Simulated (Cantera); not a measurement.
Thermodynamics of sublimation and decomposition of ceramics, feed Si3N4 + C + H2

Input: 1 mol Si3N4, 0.042 mol C, 0.013 mol H2, held at 2.93 Torr.

Equilibrium computed with Cantera from the NASA thermochemical tables; the gas is ideal and each condensed phase is pure. Candidate condensed phases: C, C6H6, C7H8, C8H18, Si, SiC, Si3N4; 105 gas species. Mutual solubility and eutectic melting of coexisting phases are not modelled. The tables' values for SiN are old estimates; treat these amounts as uncertain. Equilibrium is a limit: real reactors are often held back by kinetics, nucleation or transport.

```json
[
 {"T (K)": "1923", "x N2": "0.988", "x Si": "0.00435", "x Si2C": "8.49e-5", "x Si2": "3.72e-5", "x H": "0.00115", "n Si(l)": "2.95", "n SiC(s)": "0.0418"},
 {"T (K)": "2023", "x N2": "0.977", "x Si": "0.0146", "x Si2C": "0.000440", "x Si2": "0.000160", "x H": "0.00219", "n Si(l)": "2.92", "n SiC(s)": "0.0409"},
 {"T (K)": "2123", "x N2": "0.944", "x Si": "0.0436", "x Si2C": "0.00194", "x Si2": "0.000597", "x H": "0.00371", "n Si(l)": "2.85", "n SiC(s)": "0.0375"},
 {"T (K)": "2223", "x N2": "0.861", "x Si": "0.118", "x Si2C": "0.00748", "x Si2": "0.00197", "x H": "0.00537", "n Si(l)": "2.65", "n SiC(s)": "0.0234"},
 {"T (K)": "2323", "x N2": "0.675", "x Si": "0.292", "x Si2C": "0.0135", "x Si2": "0.00587", "x H": "0.00606", "n Si(l)": "1.99", "n SiC(s)": "0"},
 {"T (K)": "2423", "x N2": "0.407", "x Si": "0.563", "x Si2C": "0.00833", "x Si2": "0.0112", "x H": "0.00460", "n Si(l)": "0", "n SiC(s)": "0"},
 {"T (K)": "2523", "x N2": "0.403", "x Si": "0.574", "x Si2C": "0.00744", "x Si2": "0.00630", "x H": "0.00489", "n Si(l)": "0", "n SiC(s)": "0"},
 {"T (K)": "2623", "x N2": "0.401", "x Si": "0.581", "x Si2C": "0.00554", "x Si2": "0.00366", "x H": "0.00502", "n Si(l)": "0", "n SiC(s)": "0"},
 {"T (K)": "2723", "x N2": "0.399", "x Si": "0.585", "x Si2C": "0.00338", "x Si2": "0.00220", "x H": "0.00508", "n Si(l)": "0", "n SiC(s)": "0"},
 {"T (K)": "2823", "x N2": "0.398", "x Si": "0.588", "x Si2C": "0.00184", "x Si2": "0.00136", "x H": "0.00511", "n Si(l)": "0", "n SiC(s)": "0"}
]
```
x: gas mole fraction; n: condensed amount in mol.

From 1923 K to 2223 K the condensed part is Si(l) + SiC(s). At 2323 K the condensed part is Si(l). From 2423 K to 2823 K nothing is condensed. The main Si-bearing gas is Si throughout.
